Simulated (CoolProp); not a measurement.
Properties of water at several states.

Values from CoolProp's reference Helmholtz-energy equation of state, Wagner 2002.

```json
[
 {"T (K)": "411.4", "p (MPa)": "0.235", "phase": "gas", "Z": "0.9770", "Joule-Thomson coefficient (K/MPa)": "42.46", "isothermal compressibility (1/MPa)": "4.362", "Prandtl number": "1.03"},
 {"T (K)": "680.9", "p (MPa)": "0.0219", "phase": "gas", "Z": "0.9997", "Joule-Thomson coefficient (K/MPa)": "7.208", "isothermal compressibility (1/MPa)": "45.67", "Prandtl number": "0.925"},
 {"T (K)": "379.7", "p (MPa)": "0.0792", "phase": "gas", "Z": "0.9891", "Joule-Thomson coefficient (K/MPa)": "60.28", "isothermal compressibility (1/MPa)": "12.77", "Prandtl number": "1.01"},
 {"T (K)": "856.6", "p (MPa)": "3.1", "phase": "gas", "Z": "0.9843", "Joule-Thomson coefficient (K/MPa)": "3.687", "isothermal compressibility (1/MPa)": "0.3278", "Prandtl number": "0.917"}
]
```

Viscosity comes from a separate model (Huber 2009). Thermal conductivity comes from a separate model (Huber 2012).
